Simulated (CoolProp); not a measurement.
Properties of p-xylene along the isotherm 486.3 K.

Values from CoolProp's reference Helmholtz-energy equation of state, Zhou 2012.

```tsv
p (MPa)	phase	cp (kJ/(kg K))	cv (kJ/(kg K))	expansivity (1/kK)	conductivity (mW/(m K))	Prandtl number
0.407	gas	1.983	1.845	3.085	28.2	0.722
0.815	liquid	2.414	1.921	1.864	87.1	3.64
1.22	liquid	2.410	1.920	___	87.4	3.65
1.63	liquid	2.406	1.920	1.809	87.7	3.66
2.04	liquid	2.401	1.919	1.783	88.0	3.67
2.44	liquid	2.398	1.919	1.759	88.2	3.68
2.85	liquid	2.394	1.919	1.735	88.5	3.69
3.26	liquid	2.390	1.918	1.712	88.8	3.70
3.67	liquid	2.387	1.918	1.690	89.0	3.71
4.07	liquid	2.383	1.918	1.670	89.3	3.72
4.48	liquid	___	1.917	1.649	89.5	3.73
4.89	liquid	2.377	1.917	1.630	___	3.74
5.3	liquid	2.374	1.917	1.611	90.0	3.75
```

Question: Complete the blanks.

Answer: 
- 1.22, expansivity (1/kK): 1.836
- 4.48, cp (kJ/(kg K)): 2.380
- 4.89, conductivity (mW/(m K)): 89.8

Viscosity comes from a separate model (Balogun 2015). Thermal conductivity comes from a separate model (Mylona 2014).
